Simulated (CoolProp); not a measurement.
Model: reference Helmholtz-energy equation of state, Setzmann 1991, in CoolProp.

Q: For methane, give the phase and the Joule-Thomson coefficient (K/MPa), expansivity (1/kK), viscosity (µPa s) at 103.9 K and 0.927 MPa.

A: 
- 103.9 K and 0.927 MPa: liquid; Joule-Thomson coefficient -0.448, expansivity 3.21, viscosity 142

Viscosity comes from a separate model (Quiñones-Cisneros 2006).
